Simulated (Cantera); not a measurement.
A perfectly stirred reactor is fed with H2 : O2 : N2 = 0.0061 : 1 : 0.14 (molar parts), equivalence ratio 0.0031, at 0.0247 atm; it is held at 998 K, and followed from long to short residence time.

Model: GRI-Mech 3.0 (53 species, 325 reactions), integrated in Cantera. Radical loss at walls, strong at low pressure, is not modelled.

x: mole fraction; the columns are a selection and need not sum to one.

```csv
τ (s),x H2,x O2,x NO,x OH,x HO2,x H2O
0.56,0.000150,0.872,2.67e-10,9.73e-5,1.24e-6,0.00513
0.24,[?],0.872,3.20e-10,[?],[?],0.00501
0.10,[?],0.871,3.90e-10,[?],[?],0.00482
0.042,0.000626,0.871,4.30e-10,0.000281,3.07e-6,0.00451
0.018,0.00103,0.871,3.86e-10,0.000376,3.79e-6,0.00402
0.0074,0.00175,0.870,2.35e-10,0.000466,4.37e-6,0.00321
0.0031,0.00296,0.871,6.86e-11,0.000462,4.42e-6,0.00201
0.0013,0.00477,0.872,1.60e-12,0.000174,2.99e-6,0.000443
```

Problem. Complete the blanks.

Solution. 
- 0.24, x H2: 0.000237
- 0.24, x OH: 0.000139
- 0.24, x HO2: 1.72e-6
- 0.10, x H2: 0.000383
- 0.10, x OH: 0.000200
- 0.10, x HO2: 2.35e-6
